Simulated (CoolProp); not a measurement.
Dodecamethylpentasiloxane (MD3M) at several states: density (kg/m³) from the reference equation and from simpler models built on Tc = 628.0 K, pc = 9.540 bar, ω = 0.730; each cubic takes its own stable root.

Model: reference Helmholtz-energy equation of state, Thol 2019, in CoolProp.

| T (K) | p (bar) | phase | reference | van der Waals | Redlich-Kwong | Soave-Redlich-Kwong | Peng-Robinson |
|---|---|---|---|---|---|---|---|
| 507.4 | 0.521 | gas | 5.006 | 4.887 | 4.924 | 4.968 | 4.980 |
| 372.7 | 7.16 | liquid | 798.8 | 442.0 | 646.7 | 698.2 | 784.3 |
| 355.4 | 0.191 | liquid | 814.4 | 2.545 | 654.8 | 706.6 | 793.5 |

At some of these states van der Waals gives the other phase, because its saturation line lies elsewhere.
